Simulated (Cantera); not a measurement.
An isothermal plug-flow reactor at 950 K and 525 Torr (inlet), inlet velocity 0.19 m/s, active area per volume 120 1/m; feed 0.760 % CH₄, 8.59 % O₂, 87.0 % N₂, 3.63 % H₂O, equivalence ratio 0.18.

Computed with Cantera and Deutschmann's 1995 Pt surface mechanism with GRI-Mech 3.0 gas chemistry. Catalytic surfaces can have several steady states; this one follows from the mechanism file's or the stated starting coverage. Mass transfer to the wall is taken as infinitely fast.

### Question
Predict: x(CH₄) at z = 0.016 m; x(O₂) at z = 0.016 m; x(H₂O) at z = 0.016 m; x(CO₂) at z = 0.016 m; x(CO) at z = 0.016 m; θ(free Pt) at the exit; θ(O*) at the exit; θ(OH*) at the exit.

### Answer
```
Item                      Value
----------------------  -------
x(CH₄) at z = 0.016 m   0.00463
x(O₂) at z = 0.016 m     0.0800
x(H₂O) at z = 0.016 m    0.0423
x(CO₂) at z = 0.016 m   0.00294
x(CO) at z = 0.016 m    1.92e-6
θ(free Pt) at the exit    0.172
θ(O*) at the exit         0.824
θ(OH*) at the exit      0.00351
```
